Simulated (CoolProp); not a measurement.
Properties of carbonyl sulfide along the isotherm 343.6 K (Tc = 378.8 K, pc = 6.369 MPa, ω = 0.098).

Values from CoolProp's reference Helmholtz-energy equation of state, Lemmon 2006. It is a short technical equation, of lower accuracy than the large ones.

```tsv
p (MPa)	phase	density (kg/m³)	isothermal compressibility (1/MPa)	expansivity (1/kK)
0.245	gas	5.244	4.156	3.072
0.49	gas	10.69	2.119	3.252
0.735	gas	16.34	1.443	3.453
0.98	gas	22.25	1.107	3.680
1.22	gas	28.30	0.9119	3.933
1.47	gas	34.92	0.7789	4.237
1.71	gas	41.63	0.6906	4.577
1.96	gas	49.05	0.6249	4.997
2.2	gas	56.66	0.5794	5.485
2.45	gas	65.20	0.5463	6.114
2.69	gas	74.13	0.5260	6.885
2.94	gas	84.43	0.5167	7.957
3.18	gas	95.60	0.5214	9.412
```
